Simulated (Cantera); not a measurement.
An isothermal, constant-pressure homogeneous reactor starts with CO : O₂ : H₂O : N₂ = 0.0016 : 0.042 : 0.01 : 1 (molar parts), equivalence ratio 0.019, at 1448 K and 0.730 bar.

Model: GRI-Mech 3.0 (53 species, 325 reactions), integrated in Cantera.

x: mole fraction; the columns are a selection and need not sum to one.

```csv
t (s),x CO,x O₂,x H₂O,x O,x HO₂,x CO₂,x OH
0.000200,0.00152,0.0399,0.00949,9.98e-9,3.66e-9,1.47e-8,1.33e-8
0.000385,0.00152,0.0399,0.00949,2.26e-8,6.55e-9,4.15e-8,4.33e-8
0.000741,0.00152,0.0399,0.00949,8.20e-8,1.28e-8,1.85e-7,1.96e-7
0.00143,0.00152,0.0399,0.00949,8.04e-7,5.62e-8,2.03e-6,2.04e-6
0.00275,0.00141,0.0398,0.00945,(withheld),(withheld),(withheld),(withheld)
0.00529,0.000476,0.0392,0.00933,0.000235,1.67e-6,0.00104,0.000234
0.0102,(withheld),0.0391,0.00942,(withheld),(withheld),0.00144,(withheld)
0.0196,1.36e-5,0.0391,0.00946,1.69e-5,1.97e-7,0.00151,6.52e-5
0.0378,2.45e-6,0.0391,0.00948,5.08e-6,6.21e-8,0.00152,3.59e-5
0.0728,4.13e-7,0.0391,0.00949,1.88e-6,2.46e-8,0.00152,2.19e-5
0.140,7.51e-8,0.0391,0.00949,8.76e-7,1.41e-8,0.00152,1.49e-5
0.270,2.70e-8,0.0391,0.00949,5.47e-7,1.13e-8,0.00152,1.18e-5
0.519,2.03e-8,0.0391,0.00949,4.63e-7,1.07e-8,0.00152,1.09e-5
1.00,1.98e-8,0.0391,0.00949,4.55e-7,1.07e-8,0.00152,1.08e-5
```

Task: Some entries are withheld; supply them.

Result: 
- 0.00275, x O: 4.54e-5
- 0.00275, x HO₂: 7.16e-7
- 0.00275, x CO₂: 0.000105
- 0.00275, x OH: 7.99e-5
- 0.0102, x CO: 7.73e-5
- 0.0102, x O: 6.88e-5
- 0.0102, x HO₂: 6.78e-7
- 0.0102, x OH: 0.000130
